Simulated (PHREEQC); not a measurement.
Consider water at 80 °C with 12 mmol/kgw HNO3, 2 mmol/kgw FeCl3 and 0.86 mmol/kgw MgCl2. Closed to the air; pH follows from the charge balance.

All values are PHREEQC results (ion-association model, wateq4f.dat), not measurements.

```
quantity                    before     after
------------------------  --------  --------
pH                            1.92      1.94
ionic strength (mol/kgw)    0.0230    0.0358
FeOH+2 (mol/kgw)           0.00137   0.00123
Fe+3 (mol/kgw)            0.000298  0.000278
FeCl+2 (mol/kgw)          0.000139  0.000313
Fe(OH)2+ (mol/kgw)        0.000137  0.000116
SI of Goethite (FeOOH)       +4.36     +4.29
SI of Hematite (Fe2O3)      +10.95    +10.81
```

**Question.** Name the change that produced these shifts.
A. temperature from 80 to 35 °C
B. 0.013 mol/kgw KCl added
C. 0.0016 mol/kgw MnCl2 added
D. 0.00061 mol/kgw CO2 added
E. MgCl2 left out

**Answer.** B, 0.013 mol/kgw KCl added

This is a speciation only: nothing precipitates in the calculation. Some of these states are supersaturated (in Hematite (slow to form), Goethite (slow to form), for instance). Away from 25 °C the constants follow the database's enthalpies or fits; those with neither stay at their 25 °C values.
